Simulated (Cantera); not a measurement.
Feed: 1 mol NF3, 0.76 mol H2O, 41 mol N2, at 2548.15 K and 133 Pa.

Method: chemical equilibrium by Gibbs-energy minimisation in Cantera with the NASA 1993 tables (ideal gas, pure condensed phases). Candidate condensed phases: H2O; 40 gas species. Kinetics and transport are ignored.

Base state: N2 0.916, F 0.0343, HF 0.0319, O 0.0137, NO 0.00160, H 0.00158, O2 0.000743, OH 4.60e-5 (mole fractions); condensed: gas only.

Problem. What changes in the equilibrium state with this change: temperature from 2548.15 K to 1923 K?

Solution. 
```json
[
 {"species": "N2", "before": "0.916", "after": "0.924"},
 {"species": "HF", "before": "0.0319", "after": "0.0339"},
 {"species": "F", "before": "0.0343", "after": "0.0330"},
 {"species": "O", "before": "0.0137", "after": "0.000853"},
 {"species": "O2", "before": "0.000743", "after": "0.00741"},
 {"species": "H", "before": "0.00158", "after": "2.03e-7"},
 {"species": "N", "before": "1.19e-5", "after": "7.48e-9"},
 {"species": "OH", "before": "4.60e-5", "after": "3.49e-7"},
 {"species": "NO", "before": "0.00160", "after": "0.00125"}
]
```
